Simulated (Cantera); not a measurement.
A perfectly stirred reactor is fed with 85.5 % N2O, 14.5 % N2, at 1.01 bar; it is held at 1150 K, and followed from long to short residence time.

Cantera simulation using GRI-Mech 3.0 (53 species, 325 reactions); the numbers are that mechanism's predictions, not measurements. GRI-Mech 3.0 was tuned for natural gas; its chemistry of N2O as a main component is partial and can be far from experiment. The mechanism lacks the step 2 NO + O2 → 2 NO2, which can matter for NO2 below about 1400 K. The temperature is held fixed by assumption; the heat of reaction is taken as removed at once.

Task: Predict: x(N2O) at τ = 0.330 s; x(NO) at τ = 0.330 s; x(O2) at τ = 0.330 s; x(O) at τ = 0.330 s; x(N2) at τ = 0.330 s; x(N2O) at τ = 24.0 ms; x(NO) at τ = 24.0 ms; x(O2) at τ = 24.0 ms; x(O) at τ = 24.0 ms; x(N2) at τ = 24.0 ms.

Result: 
```json
{
 "x(N2O) at τ = 0.330 s": "0.777",
 "x(NO) at τ = 0.330 s": "0.00453",
 "x(O2) at τ = 0.330 s": "0.0251",
 "x(O) at τ = 0.330 s": "7.30e-7",
 "x(N2) at τ = 0.330 s": "0.194",
 "x(N2O) at τ = 24.0 ms": "0.848",
 "x(NO) at τ = 24.0 ms": "0.000377",
 "x(O2) at τ = 24.0 ms": "0.00203",
 "x(O) at τ = 24.0 ms": "7.60e-7",
 "x(N2) at τ = 24.0 ms": "0.149"
}
```
